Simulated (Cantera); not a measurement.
Feed: 1 mol CCl4, 0.039 mol F2, 0.47 mol H2, at 13300 Pa.

Cantera equilibrium calculation (NASA polynomials, part measured and part estimated; ideal gas, pure solids and liquids). Candidate condensed phases: C, C6H6, C7H8, C8H18; 118 gas species. Condensed phases not in the tables: fluorocarbon polymer. Gases not in the tables: C2F6 and larger saturated fluorocarbons, chlorinated aromatics. Rates play no part.

x: gas mole fraction; n: condensed amount in mol.

```csv
T (K),x Cl2,x HCl,x Cl,x HF,x CF4,x CCl4,n C(graphite)
848,0.612,0.371,5.74e-5,0.00752,0.00413,0.00238,0.976
898,0.615,0.366,0.000153,0.0109,0.00359,0.00118,0.982
948,0.617,0.362,0.000368,0.0149,0.00290,0.000628,0.986
998,0.619,0.357,0.000812,0.0191,0.00214,0.000357,0.990
1048,0.620,0.352,?,?,?,?,0.993
1098,0.621,0.348,0.00319,0.0262,0.000814,0.000135,0.996
1148,0.619,0.346,0.00578,0.0283,0.000419,8.83e-5,0.998
1198,0.617,0.343,0.00995,0.0296,0.000200,5.95e-5,0.999
1248,0.612,0.342,0.0164,0.0301,9.30e-5,4.12e-5,0.999
1298,0.604,0.340,0.0259,0.0303,4.36e-5,2.91e-5,1.000
1348,0.593,0.337,0.0395,0.0303,2.09e-5,2.08e-5,1.000
1398,0.578,0.334,0.0583,0.0301,1.03e-5,1.50e-5,1.000
1448,0.558,0.329,?,0.0297,?,?,1.000
1498,0.532,0.324,0.115,0.0293,2.66e-6,7.75e-6,1.000
```

Question: What belongs in the gaps?

Answer: 
- 1448, x Cl: 0.0832
- 1448, x CF4: 5.20e-6
- 1448, x CCl4: 1.08e-5
- 1048, x Cl: 0.00166
- 1048, x HF: 0.0230
- 1048, x CF4: 0.00140
- 1048, x CCl4: 0.000215
